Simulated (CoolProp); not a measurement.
Vapour-liquid equilibrium of nitrogen (1) + carbon monoxide (2) at 80.6 K; x and y are mole fractions of (1).

The numbers come from the multi-fluid Helmholtz-energy mixture model, Span 2000 and Lemmon 2006; pair parameters Gernert 2013 in CoolProp.

| x | bubble pressure, mixture model (bar) | bubble pressure, Raoult's law (bar) | y, mixture model | y, Raoult's law |
|---|---|---|---|---|
| 0.05 | 0.9322 | 0.9269 | 0.083 | 0.079 |
| 0.15 | [?] | 0.9832 | 0.231 | 0.223 |
| 0.25 | 1.063 | 1.039 | 0.359 | 0.351 |
| 0.35 | [?] | 1.096 | [?] | 0.467 |
| 0.45 | 1.186 | 1.152 | 0.571 | 0.571 |
| 0.55 | 1.242 | 1.208 | [?] | 0.665 |
| 0.65 | 1.296 | 1.264 | [?] | 0.751 |
| 0.75 | 1.347 | 1.320 | 0.819 | 0.830 |
| 0.85 | 1.394 | 1.377 | 0.892 | 0.902 |
| 0.95 | 1.440 | 1.433 | 0.964 | 0.969 |

Question: Some entries are withheld; supply them.

Answer: 
- 0.15, bubble pressure, mixture model (bar): 0.9985
- 0.35, bubble pressure, mixture model (bar): 1.126
- 0.35, y, mixture model: 0.472
- 0.55, y, mixture model: 0.661
- 0.65, y, mixture model: 0.742

The largest gap from Raoult's law is +3.0 % in bubble pressure, at x = 0.45. No azeotrope shows between x = 0.05 and 0.95.

Pair parameters are fitted to limited data, so mixtures are less certain than the pure fluids.
